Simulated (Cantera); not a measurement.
Carbothermic reduction: Fe3O4 + CO + H2 + C

A closed system holds: 1 mol Fe3O4, 2 mol CO, 0.98 mol H2, 6.9 mol C, equilibrated at 0.170 bar.

Method: chemical equilibrium by Gibbs-energy minimisation in Cantera with the NASA 1993 tables (ideal gas, pure condensed phases). Candidate condensed phases: C, C6H6, C7H8, C8H18, Fe, Fe(CO)5, FeO, Fe(OH)2, Fe(OH)3, Fe2O3, Fe3O4, H2O; 114 gas species. Iron dissolves carbon and melts from about 1420 K in contact with it, which pure phases cannot show. Condensed phases not in the tables: cementite and carbon dissolved in iron. Equilibrium is a limit: real reactors are often held back by kinetics, nucleation or transport.

At 1098 K the condensed part is C(graphite) + Fe(α). From 1198 K to 1598 K the condensed part is C(graphite) + Fe(γ). At 1698 K the condensed part is C(graphite) + Fe(δ).

```
T (K)   x CO   x H2     x CO2     x H2O       x H     x CH4      x Fe  n C(graphite)  n Fe(α)  n Fe(γ)  n Fe(δ)
-----  -----  -----  --------  --------  --------  --------  --------  -------------  -------  -------  -------
1098   0.847  0.140    0.0111   0.00185   2.25e-8  0.000122  6.85e-12           2.99     3.00        0        0
1198   0.857  0.140   0.00243  0.000542   1.73e-7   5.36e-5  2.73e-10           2.92        0     3.00        0
1298   0.859  0.140  0.000664  0.000190   9.73e-7   2.67e-5   6.07e-9           2.91        0     3.00        0
1398   0.859  0.140  0.000220   7.76e-5   4.30e-6   1.46e-5   8.58e-8           2.90        0     3.00        0
1498   0.859  0.140   8.48e-5   3.57e-5   1.56e-5   8.69e-6   8.46e-7           2.90        0     3.00        0
1598   0.860  0.140   3.71e-5   1.82e-5   4.84e-5   5.51e-6   6.21e-6           2.90        0     3.00        0
1698   0.859  0.140   1.80e-5   1.00e-5  0.000131   3.69e-6   3.58e-5           2.90        0        0     3.00
```
x: gas mole fraction; n: condensed amount in mol.
